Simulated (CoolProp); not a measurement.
Vapour-liquid equilibrium of R22 (1) + cyclohexane (2) at 307.9 K; x and y are mole fractions of (1).

Model: multi-fluid Helmholtz-energy mixture model, Kamei 1995 and Zhou 2014; pair parameters Bell 2016, in CoolProp.

```csv
x,bubble pressure (bar),y at the bubble point,dew pressure at overall composition x (bar),liquid density (mol/L)
0.05,1.645,0.878,0.2093,9.258
0.2,5.002,0.960,0.2487,9.800
0.35,7.151,0.973,0.3064,10.38
0.5,8.562,0.979,0.3986,11.00
0.65,9.698,0.983,0.5701,11.66
0.8,10.95,0.988,0.9996,12.36
0.95,12.70,0.996,4.016,13.07
```

No azeotrope shows between x = 0.05 and 0.95.

Pair parameters are fitted to limited data, so mixtures are less certain than the pure fluids. The gap from Raoult's law changes sign with composition, which may be real or a fault of the pair parameters; it wasn't checked against measurements. With so large a gap from Raoult's law the liquid may split in two, which this calculation doesn't test in full.
